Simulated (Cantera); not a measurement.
A perfectly stirred reactor is fed with 47.6 % C2H6, 52.4 % N2, at 0.000168 atm; it is held at 1298 K, and followed from long to short residence time.

Cantera simulation using GRI-Mech 3.0 (53 species, 325 reactions); the numbers are that mechanism's predictions, not measurements. GRI-Mech 3.0 stops at C3 and has no aromatics, soot or wall deposition, so with more carbon than oxygen in the feed, carbon stays in small species such as C2H2 where larger ones or solid carbon would form. Radical loss at walls, strong at low pressure, is not modelled.

Problem. Predict: x(C2H6) at τ = 2.00 s; x(CH2) at τ = 2.00 s; x(CH3) at τ = 2.00 s; x(H) at τ = 2.00 s; x(H2) at τ = 2.00 s; x(C2H6) at τ = 7.80 ms; x(CH2) at τ = 7.80 ms; x(CH3) at τ = 7.80 ms; x(H) at τ = 7.80 ms; x(H2) at τ = 7.80 ms.

Solution. 
```
Item                       Value
----------------------  --------
x(C2H6) at τ = 2.00 s     0.0954
x(CH2) at τ = 2.00 s     1.14e-6
x(CH3) at τ = 2.00 s     0.00609
x(H) at τ = 2.00 s      0.000142
x(H2) at τ = 2.00 s        0.153
x(C2H6) at τ = 7.80 ms     0.476
x(CH2) at τ = 7.80 ms    1.03e-8
x(CH3) at τ = 7.80 ms   0.000474
x(H) at τ = 7.80 ms      2.33e-6
x(H2) at τ = 7.80 ms     6.95e-5
```
